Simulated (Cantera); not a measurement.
Input: 1 mol C2H6, 0.022 mol CO2, 26 mol N2, equilibrated at 0.000700 bar.

Method: chemical equilibrium by Gibbs-energy minimisation in Cantera with the NASA 1993 tables (ideal gas, pure condensed phases). Candidate condensed phases: C, C6H6, C7H8, C8H18, H2O; 136 gas species. Equilibrium is a limit: real reactors are often held back by kinetics, nucleation or transport. All values below are at 2100 °C.

Base state: N2 0.842, H 0.105, H2 0.0398, HCN 0.00927, CO 0.00143, CN 0.00118, HNC 0.000930, C2H2 (acetylene) 0.000245 (mole fractions); condensed: C(graphite).

What changes in the equilibrium state with this change: pressure from 0.000700 bar to 1.00 bar?


```tsv
species	before	after
N2	0.842	0.885
H2	0.0398	0.0924
HCN	0.00927	0.0145
H	0.105	0.00425
C	3.78e-5	2.64e-8
C3	8.82e-5	6.18e-8
CN	0.00118	3.19e-5
C2H	3.50e-5	1.41e-6
C2H2 (acetylene)	0.000245	0.000568
C(graphite), mol	1.60	1.48
```
